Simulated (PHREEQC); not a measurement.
Solution (25 °C): 2.7 mmol/kgw HF, 0.82 mmol/kgw NH4HF2 and 2.6 mmol/kgw (NH4)2SiF6. Closed to the air; pH follows from the charge balance.

Equilibrium calculation in PHREEQC: ion-association model, phreeqc.dat.

Question: The ionic strength comes out as 0.00965 mol/kgw. What activity coefficients do NH4+, HF2-, F-, SiF6-2, H+ get?

Answer: NH4+ 0.90, HF2- 0.90, F- 0.90, SiF6-2 0.67, H+ 0.91.

This is a speciation only: nothing precipitates in the calculation. Species that the database lacks are ignored. SiF6-2 is the database's only silicon fluoride.
